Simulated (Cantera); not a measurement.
Gas-phase reforming

An isothermal, constant-pressure homogeneous reactor starts with CH₄ : CO₂ = 1 : 1.5 (molar parts), at 1850 K and 7.70 bar.

Model: GRI-Mech 3.0 (53 species, 325 reactions), integrated in Cantera.

```tsv
t (s)	x CH₄	x CO₂	x C₂H	x C₂H₆	x C₂H₂	x HO₂
0.000300	0.188	0.465	2.88e-7	0.000836	0.0650	3.23e-12
0.000823	0.0988	0.332	4.49e-7	0.000271	0.0986	4.23e-12
0.00226	0.0381	0.183	5.93e-7	6.35e-5	0.112	4.27e-12
0.00620	0.0216	0.118	4.65e-7	2.04e-5	0.0902	2.65e-12
0.0170	0.0177	0.0814	2.44e-7	1.04e-5	0.0554	1.10e-12
0.0468	0.0125	0.0533	9.66e-8	4.34e-6	0.0248	<1e-12
0.128	0.00656	0.0367	2.26e-8	1.10e-6	0.00627	<1e-12
0.352	0.00154	0.0304	1.18e-9	5.87e-8	0.000339	<1e-12
0.967	2.47e-5	0.0295	<1e-12	1.58e-11	9.93e-8	<1e-12
2.65	2.41e-6	0.0295	<1e-12	<1e-12	1.34e-9	<1e-12
7.29	2.41e-6	0.0295	<1e-12	<1e-12	1.34e-9	<1e-12
20.0	2.41e-6	0.0295	<1e-12	<1e-12	1.34e-9	<1e-12
```
x: mole fraction; the columns are a selection and need not sum to one.

Equilibrium at this temperature and pressure: CH₄ 2.63e-6, CO₂ 0.0295, C₂H <1e-12, C₂H₆ <1e-12, C₂H₂ 1.51e-9, HO₂ <1e-12 (gas phase only).
